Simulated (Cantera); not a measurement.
Cantera run:

```python
import numpy as np
import cantera as ct

gas_names = """
    H H2 N NH NH2 NH3 N2 N2H2 N2H4 Si SiH SiH2 SiH3 SiH4 SiN Si2 Si2N Si3
""".split()
cond_names = """
    Si(cr) Si(L) Si3N4(a)
""".split()


# ... load() reads the species with a 1 bar reference pressure and builds the phases ...
atoms = {
    'SiH4': {'Si': 1, 'H': 4},
    'NH3': {'N': 1, 'H': 3},
}
top_T = {'Si3N4(a)': 2400}  # K; cautious upper limits of use, not melting points


# ... equilibrate(T, P, feed) seeds the gas with the atoms and calls Mixture.equilibrate('TP', solver="vcs", rtol=1e-11, max_steps=5000) ...
results = []
P = 1000  # Pa
for T in [1350, 1425, 1500, 1575, 1650, 1725, 1800, 1875, 1950, 2025]:
    for m in [0.2, 0.47, 0.74, 1, 1.3, 1.5, 1.8]:
        feed = {'SiH4': 1, 'NH3': m}  # mol
        mix = equilibrate(T, P, feed)
        results.append((T, P, feed, dict(zip(mix.species_names, mix.species_moles))))

for T, P, feed, n in results:
    print(f"{T:7g} {feed['NH3']:10.4g}  " + (" + ".join(c for c in cond_names if n.get(c, 0) > 1e-12) or "gas only"))
```

Output:

```
   1350        0.2  Si(cr) + Si3N4(a)
   1350       0.47  Si(cr) + Si3N4(a)
   1350       0.74  Si(cr) + Si3N4(a)
   1350          1  Si(cr) + Si3N4(a)
   1350        1.3  Si(cr) + Si3N4(a)
   1350        1.5  Si3N4(a)
   1350        1.8  Si3N4(a)
   1425        0.2  Si(cr) + Si3N4(a)
   1425       0.47  Si(cr) + Si3N4(a)
   1425       0.74  Si(cr) + Si3N4(a)
   1425          1  Si(cr) + Si3N4(a)
   1425        1.3  Si(cr) + Si3N4(a)
   1425        1.5  Si3N4(a)
   1425        1.8  Si3N4(a)
   1500        0.2  Si(cr) + Si3N4(a)
   1500       0.47  Si(cr) + Si3N4(a)
   1500       0.74  Si(cr) + Si3N4(a)
   1500          1  Si(cr) + Si3N4(a)
   1500        1.3  Si(cr) + Si3N4(a)
   1500        1.5  Si3N4(a)
   1500        1.8  Si3N4(a)
   1575        0.2  Si(cr) + Si3N4(a)
   1575       0.47  Si(cr) + Si3N4(a)
   1575       0.74  Si(cr) + Si3N4(a)
   1575          1  Si(cr) + Si3N4(a)
   1575        1.3  Si(cr) + Si3N4(a)
   1575        1.5  Si(cr) + Si3N4(a)
   1575        1.8  Si3N4(a)
   1650        0.2  Si(cr)
   1650       0.47  Si(cr) + Si3N4(a)
   1650       0.74  Si(cr) + Si3N4(a)
   1650          1  Si(cr) + Si3N4(a)
   1650        1.3  Si(cr) + Si3N4(a)
   1650        1.5  Si(cr) + Si3N4(a)
   1650        1.8  Si(cr) + Si3N4(a)
   1725        0.2  Si(L)
   1725       0.47  Si(L)
   1725       0.74  Si(L)
   1725          1  Si(L)
   1725        1.3  Si(L)
   1725        1.5  Si(L)
   1725        1.8  Si(L)
   1800        0.2  Si(L)
   1800       0.47  Si(L)
   1800       0.74  Si(L)
   1800          1  Si(L)
   1800        1.3  Si(L)
   1800        1.5  Si(L)
   1800        1.8  Si(L)
   1875        0.2  Si(L)
   1875       0.47  Si(L)
   1875       0.74  Si(L)
   1875          1  Si(L)
   1875        1.3  Si(L)
   1875        1.5  Si(L)
   1875        1.8  Si(L)
   1950        0.2  Si(L)
   1950       0.47  Si(L)
   1950       0.74  Si(L)
   1950          1  Si(L)
   1950        1.3  Si(L)
   1950        1.5  Si(L)
   1950        1.8  Si(L)
   2025        0.2  Si(L)
   2025       0.47  Si(L)
   2025       0.74  Si(L)
   2025          1  Si(L)
   2025        1.3  Si(L)
   2025        1.5  Si(L)
   2025        1.8  Si(L)
```

These are equilibrium values from Cantera (NASA tables, ideal gas, pure condensed phases), not measurements of a reactor. Mutual solubility and eutectic melting of coexisting phases are not modelled.
